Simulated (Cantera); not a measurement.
**Moist CO burnout**

An isothermal, constant-pressure homogeneous reactor starts with 0.391 % CO, 0.252 % O₂, 6.06 % H₂O, 93.2 % N₂, 0.103 % H₂, at 1400 K and 100000 Pa.

Model: GRI-Mech 3.0 (53 species, 325 reactions), integrated in Cantera.

| t (s) | x CO | x O₂ | x H₂O | x H₂ | x HO₂ | x NO |
|---|---|---|---|---|---|---|
| 0.000200 | 0.00391 | 0.00252 | 0.0606 | 0.00103 | 1.65e-9 | <1e-12 |
| 0.00118 | 0.00390 | 0.00251 | 0.0606 | 0.00102 | 4.48e-7 | 1.03e-12 |
| 0.00700 | 0.000240 | 0.000768 | 0.0603 | 0.00123 | 3.28e-7 | 1.82e-7 |
| 0.0414 | 5.96e-5 | 0.000265 | 0.0613 | 0.000403 | 8.02e-8 | 2.51e-7 |
| 0.245 | 1.97e-5 | 0.000120 | 0.0616 | 0.000139 | 1.74e-8 | 2.74e-7 |
| 1.45 | 6.19e-6 | 6.91e-5 | 0.0617 | 4.43e-5 | 3.04e-9 | 2.85e-7 |
| 8.57 | 1.62e-6 | 5.20e-5 | 0.0617 | 1.17e-5 | 4.59e-10 | 2.87e-7 |
| 50.7 | 5.86e-7 | 4.82e-5 | 0.0617 | 4.25e-6 | 1.39e-10 | 2.89e-7 |
| 300 | 5.58e-7 | 4.81e-5 | 0.0617 | 4.05e-6 | 1.32e-10 | 2.95e-7 |
x: mole fraction; the columns are a selection and need not sum to one.

Equilibrium at this temperature and pressure: CO 5.92e-7, O₂ 4.28e-5, H₂O 0.0617, H₂ 4.29e-6, HO₂ 1.21e-10, NO 1.13e-5 (gas phase only).
